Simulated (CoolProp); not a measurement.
Saturation properties of oxygen (Tc = 154.6 K, pc = 5.046 MPa, ω = 0.022).

Computed with CoolProp (reference Helmholtz-energy equation of state, Schmidt 1985).

```csv
T (K),p (MPa),vapour density (kg/m³),enthalpy of vaporisation (kJ/kg),liquid cp (kJ/(kg K)),vapour viscosity (µPa s),liquid conductivity (mW/(m K))
88.6,0.08555,3.825,214.6,1.695,6.83,(withheld)
91.2,0.1125,4.917,212.1,1.702,7.03,149
93.9,0.1469,6.287,209.3,1.711,7.24,145
96.6,0.1889,7.926,206.4,1.722,7.46,141
99.2,(withheld),9.790,(withheld),1.733,7.66,138
101.9,(withheld),12.06,200.3,1.748,7.88,134
104.5,0.3644,14.59,197.1,1.764,8.09,130
107.2,0.4457,17.64,193.6,1.783,8.31,126
109.9,0.5397,(withheld),189.8,1.806,8.54,122
112.5,0.6431,25.00,186.0,1.831,8.76,118
115.2,0.7652,29.57,181.8,1.861,8.99,114
117.8,0.8978,34.57,177.5,1.894,9.23,110
120.5,1.052,40.46,172.8,1.935,9.47,106
```

Problem. What belongs in the gaps?

Solution. 
- 88.6, liquid conductivity (mW/(m K)): 153
- 99.2, p (MPa): 0.2374
- 99.2, enthalpy of vaporisation (kJ/kg): 203.5
- 101.9, p (MPa): 0.2970
- 109.9, vapour density (kg/m³): 21.14

It boils at 90.2 K under 1 atm.

Viscosity comes from a separate model (Lemmon 2004). Thermal conductivity comes from a separate model (Lemmon 2004).
